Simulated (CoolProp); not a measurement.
Computed with CoolProp (reference Helmholtz-energy equation of state, Guder 2009).

Q: For sulfur hexafluoride, give the phase and the Joule-Thomson coefficient (K/MPa), isothermal compressibility (1/MPa), viscosity (µPa s) at 300.6 K and 0.615 MPa; 300.6 K and 3.19 MPa.

A: 
- 300.6 K and 0.615 MPa: gas; Joule-Thomson coefficient 9.88, isothermal compressibility 1.76, viscosity 15.5
- 300.6 K and 3.19 MPa: liquid; Joule-Thomson coefficient 1.03, isothermal compressibility 0.0316, viscosity 118

Viscosity comes from a separate model (Quiñones-Cisneros 2012).
